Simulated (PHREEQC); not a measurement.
Consider water at 25 °C with 0.0011 mol CaCl2, 0.00013 mol CO2 and 0.015 mol KCl per kg of water. Closed to the air; pH follows from the charge balance.

Model: ion-association model, phreeqc.dat, run in PHREEQC.

This is a speciation only: nothing precipitates in the calculation.

Q: Estimate the pH, specific conductance.

A: pH 5.13; specific conductance 2320 µS/cm.

Q: In which forms is C present?

A: CO2 94 %, HCO3- 6.4 % of the C.
